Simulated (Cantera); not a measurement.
What does this Cantera script print?

```python
import numpy as np
import cantera as ct

gas = ct.Solution("gri30.yaml")
gas.TPX = 1648, 510000, {'CH4': 1, 'CO2': 3.9, 'H2O': 0.017}
inlet = ct.Reservoir(gas, clone=True)

reactor = ct.IdealGasConstPressureReactor(gas, energy="off", clone=False)
exhaust = ct.Reservoir(gas, clone=True)
tau = [5.6, 1.6, 0.46, 0.13, 0.037, 0.011, 0.0031, 0.00087][0]
for a, b in ((inlet, reactor), (reactor, exhaust)):
    ct.MassFlowController(a, b, mdot=lambda t: reactor.mass / tau)
net = ct.ReactorNet([reactor])
show = ['CH4', 'CO2', 'HO2', 'C2H', 'C2H2']

rows = []
print(f"{'tau/s':>10s}{'T/K':>9s}" + "".join(f"{s:>11s}" for s in show))
for tau in [5.6, 1.6, 0.46, 0.13, 0.037, 0.011, 0.0031, 0.00087]:
    net.initial_time = 0.0
    net.advance(30 * tau)
    before = gas.X
    net.advance(40 * tau)
    drift = np.max(np.abs(gas.X - before) / (gas.X + 1e-9))
    rows.append([gas.T, *gas[show].X, drift])
    print(f"{tau:10.3e}{gas.T:9.1f}" + "".join(f"{x:11.3e}" for x in gas[show].X))
```

Output:

```
     tau/s      T/K        CH4        CO2        HO2        C2H       C2H2
 5.600e+00   1648.0  5.976e-03  2.582e-01  8.921e-14  1.297e-09  2.466e-03
 1.600e+00   1648.0  1.136e-02  2.847e-01  1.079e-13  4.803e-09  8.651e-03
 4.600e-01   1648.0  1.944e-02  3.370e-01  1.534e-13  1.324e-08  2.176e-02
 1.300e-01   1648.0  3.302e-02  4.209e-01  2.367e-13  2.614e-08  3.903e-02
 3.700e-02   1648.0  6.150e-02  5.337e-01  3.015e-13  3.135e-08  4.662e-02
 1.100e-02   1648.0  1.111e-01  6.583e-01  2.573e-13  2.068e-08  3.288e-02
 3.100e-03   1648.0  1.599e-01  7.487e-01  1.459e-13  8.721e-09  1.305e-02
 8.700e-04   1648.0  1.874e-01  7.833e-01  6.247e-14  2.074e-09  2.537e-03
```

Computed with Cantera and GRI-Mech 3.0 (53 species, 325 reactions).
